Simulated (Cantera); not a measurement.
A Cantera script and what it prints.

```python
import numpy as np
import cantera as ct

gas_names = """
    F FO FO2 F2 F2O H HF HOF HO2 H2 H2F2 H2O H2O2 H3F3 H4F4 H5F5 H6F6 H7F7 Mg MgF MgF2 MgH MgO MgOH
    MgO2H2 Mg2 Mg2F4 O OH O2 O3
""".split()
cond_names = """
    H2O(s) H2O(L) Mg(cr) Mg(L) MgF2(s) MgF2(L) MgO(s) MgO(L) MgO2H2(s)
""".split()


# ... load() reads the species with a 1 bar reference pressure and builds the phases ...
atoms = {
    'MgO': {'Mg': 1, 'O': 1},
    'F2': {'F': 2},
    'H2': {'H': 2},
}
top_T = {}  # K; cautious upper limits of use, not melting points


# ... equilibrate(T, P, feed) seeds the gas with the atoms and calls Mixture.equilibrate('TP', solver="vcs", rtol=1e-11, max_steps=5000) ...
results = []
feed = {'MgO': 1, 'F2': 0.54, 'H2': 2.3}  # mol
T = 1775  # K
for P in [1, 4.2, 18, 75, 320, 1300, 5600, 24000, 100000]:
    mix = equilibrate(T, P, feed)
    results.append((T, P, feed, dict(zip(mix.species_names, mix.species_moles))))

top = {s: max(r[3][s] / sum(r[3][g] for g in gas_names) for r in results) for s in gas_names}
cols = sorted((s for s in top if top[s] > 1e-06), key=lambda s: -top[s])[:9]
seen = [c for c in cond_names if any(r[3].get(c, 0) > 1e-12 for r in results)]
print("log10 of partial pressures in bar; condensed amounts in mol")
print(f"{'P/Pa':>10s}" + "".join(f"{s[:9]:>10s}" for s in cols + seen))
for T, P, feed, n in results:
    ng = sum(n[g] for g in gas_names)
    print(f"{P:10.4g}" + "".join(f"{np.log10(max(n[s] / ng * P / 1e5, 1e-99)):10.3f}" for s in cols)
          + "".join(f"{n.get(c, 0):10.4g}" for c in seen))
```

Output:

```
log10 of partial pressures in bar; condensed amounts in mol
      P/Pa        H2        HF       H2O        Mg         H      MgF2       MgF        OH         O   MgF2(L)    MgO(s)
         1    -5.423    -5.509    -5.897    -5.924    -6.250    -7.372    -7.329    -7.930    -8.865         0    0.5717
       4.2    -4.687    -4.860    -5.503    -5.582    -5.882    -6.468    -6.707    -7.904    -9.207         0     0.768
        18    -3.997    -4.221    -5.089    -5.307    -5.537    -5.604    -6.137    -7.835    -9.482         0    0.8662
        75    -3.351    -3.603    -4.619    -5.130    -5.214    -4.838    -5.666    -7.688    -9.658         0    0.9074
       320    -2.709    -2.975    -4.062    -5.046    -4.893    -4.140    -5.274    -7.451    -9.743         0    0.9225
      1300    -2.096    -2.367    -3.478    -5.017    -4.587    -3.507    -4.943    -7.174    -9.772         0    0.9272
      5600    -1.461    -1.732    -2.853    -5.006    -4.269    -2.864    -4.616    -6.867    -9.783         0    0.9288
   2.4e+04    -0.814    -1.137    -1.974    -5.239    -3.945    -2.551    -4.576    -6.311    -9.550   0.08906    0.8783
     1e+05    -0.169    -0.655    -1.011    -5.556    -3.623    -2.551    -4.735    -5.671    -9.233    0.2456     0.747
```

Equilibrium computed with Cantera from the NASA thermochemical tables; the gas is ideal and each condensed phase is pure. Mutual solubility and eutectic melting of coexisting phases are not modelled.
